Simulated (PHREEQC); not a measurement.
Consider water at 25 °C with 0.013 mol/kgw H2SO4 and 0.026 mol/kgw MgCl2. Closed to the air; pH follows from the charge balance.

Equilibrium calculation in PHREEQC: ion-association model, phreeqc.dat.

| quantity | before | after |
|---|---|---|
| pH | 1.74 | 3.60 |
| ionic strength (mol/kgw) | 0.0929 | 0.00114 |

Task: Name the change that produced these shifts.
A) MgCl2 from 0.026 to 0.0286 mol/kgw
B) H2SO4 left out
C) diluted 100-fold with water
D) MgCl2 replaced by CuCl2 at the same molality
E) H2SO4 from 0.013 to 0.0013 mol/kgw

Result: C, diluted 100-fold with water

This is a speciation only: nothing precipitates in the calculation.
